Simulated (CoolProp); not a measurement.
R410A along the isotherm 360.3 K: density (kg/m³) from the reference equation and from simpler models built on Tc = 344.5 K, pc = 49.01 bar, ω = 0.296; each cubic takes its own stable root.

Computed with CoolProp (reference Helmholtz-energy equation of state, Lemmon 2003). It is a pseudo-pure fit of the blend.

| p (bar) | phase | reference |
|---|---|---|
| 61.3 | supercritical | 361.2 |
| 123 | supercritical | 843.5 |
| 184 | supercritical | 931.2 |
| 245 | supercritical | 985.3 |
| 306 | supercritical | 1025 |
| 368 | supercritical | 1058 |
| 429 | supercritical | 1085 |
| 490 | supercritical | 1109 |

Question: How far does each simpler model (van der Waals, Soave-Redlich-Kwong, Peng-Robinson) lie from the reference over these 8 states: mean and median of the absolute difference, and the worst?

Answer: 
- van der Waals: mean 29.3 %, median 32.2 %, worst -32.7 % at 360.3 K and 490 bar
- Soave-Redlich-Kwong: mean 14.9 %, median 14.4 %, worst -20.1 % at 360.3 K and 123 bar
- Peng-Robinson: mean 6.2 %, median 5.1 %, worst -11.8 % at 360.3 K and 123 bar
